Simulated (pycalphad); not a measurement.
Source of the numbers: pycalphad with the COST 507 light-alloy database (1999); pressure 1 atm. The data set is of 1999 and partly superseded. Phase fractions are per mole of atoms.

Problem. Give the equilibrium state of Al-1.24Mn-1.26Si (at.%) at 627 °C.

Solution. 
```
T = 900.00 K, P = 101325 Pa, N = 1 mol of atoms
G = -37045 J/mol, H = 15711 J/mol, S = 58.62 J/(mol K)  (SER reference)
chemical potentials (J/mol): Al -35913, Mn -126851, Si -36248
phase             fraction      x(Al)      x(Mn)      x(Si)
FCC_A1              0.9365     0.9931     0.0014     0.0055
ALMNSI_ALPHA        0.0635     0.7082     0.1739     0.1179
```

Problem. Give the equilibrium state of Al-1.24Mn-1.26Si (at.%) at 377 °C.

Solution. FCC_A1, fraction 0.927, with <0.01 Mn, 0.19 Si at.%; ALMNSI_ALPHA, fraction 0.071, with 17.4 Mn, 12.4 Si at.%; DIAMOND_A4, fraction 0.002, with no Mn, >99.99 Si at.%.

Database names, with the compositions (at.%) that they take in these runs: ALMNSI_ALPHA: Al 70 Mn 17 Si 12. FCC_A1 is fcc; DIAMOND_A4 is diamond (Si). An entry "none" or "no" means that the model of the phase leaves that element out.
